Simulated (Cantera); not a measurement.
Hydrocarbon pyrolysis for carbon deposition

An isothermal, constant-pressure homogeneous reactor starts with CH4 : H2 = 1 : 26 (molar parts), at 1450 K and 0.00870 bar.

Cantera simulation using GRI-Mech 3.0 (53 species, 325 reactions); the numbers are that mechanism's predictions, not measurements. GRI-Mech 3.0 stops at C3 and has no aromatics, soot or wall deposition, so with more carbon than oxygen in the feed, carbon stays in small species such as C2H2 where larger ones or solid carbon would form. Radical loss at walls, strong at low pressure, is not modelled.

```
t (s)      x CH4   x H2     x C2H     x CH2    x C2H2    x C2H4
--------  ------  -----  --------  --------  --------  --------
3.00e-5   0.0370  0.963    <1e-12    <1e-12    <1e-12    <1e-12
0.000147  0.0370  0.963    <1e-12    <1e-12    <1e-12    <1e-12
0.000721  0.0370  0.963    <1e-12    <1e-12    <1e-12    <1e-12
0.00353   0.0370  0.963    <1e-12    <1e-12    <1e-12  1.20e-12
0.0173    0.0370  0.963    <1e-12  1.23e-12    <1e-12  1.47e-10
0.0849    0.0370  0.963    <1e-12  2.97e-11  2.49e-10   1.77e-8
0.416     0.0370  0.963    <1e-12  6.39e-10   3.37e-7   2.07e-6
2.04      0.0367  0.963  9.99e-12   3.27e-9   9.52e-5   2.82e-5
10.0      0.0350  0.964  9.69e-11   3.29e-9  0.000901   3.08e-5
```
x: mole fraction; the columns are a selection and need not sum to one.

Equilibrium at this temperature and pressure: CH4 0.00163, H2 0.981, C2H 2.39e-9, CH2 2.70e-10, C2H2 0.0170, C2H4 6.86e-5 (gas phase only).
